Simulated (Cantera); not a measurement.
Feed: 1 mol (CH₃)₂SiCl₂, 0.1 mol C₂H₂, 7.5 mol H₂, held at 188 Torr.

These are equilibrium values from Cantera (NASA tables, ideal gas, pure condensed phases), not measurements of a reactor. Candidate condensed phases: C, C₆H₆, C₇H₈, C₈H₁₈, Si, SiC; 109 gas species. The feed counts by its element totals alone. The tables' values for SiCl₃, SiCl are old estimates; treat these amounts as uncertain. Kinetics and transport are ignored. All values below are at 1650 °C.

Base state: H₂ 0.829, HCl 0.165, SiCl₂ 0.00350, H 0.00172, C₂H₂ (acetylene) 0.000374, Cl 0.000256, SiCl₃ 9.66e-5, CH₄ 9.03e-5 (mole fractions); condensed: C(graphite) + SiC(s).

### Question
What changes in the equilibrium state with this change: pressure from 188 Torr to 12.0 Torr?

### Answer
```tsv
species	before	after
H₂	0.829	0.825
HCl	0.165	0.164
H	0.00172	0.00676
SiCl₂	0.00350	0.00348
CH₄	9.03e-5	5.72e-6
Si	2.77e-6	4.32e-5
SiCl₃	9.66e-5	2.42e-5
SiCl	1.09e-5	4.31e-5
C(graphite), mol	1.23	1.23
SiC(s), mol	0.958	0.958
```
The tables' values for SiCl, SiCl₃ are old estimates; treat these amounts as uncertain.
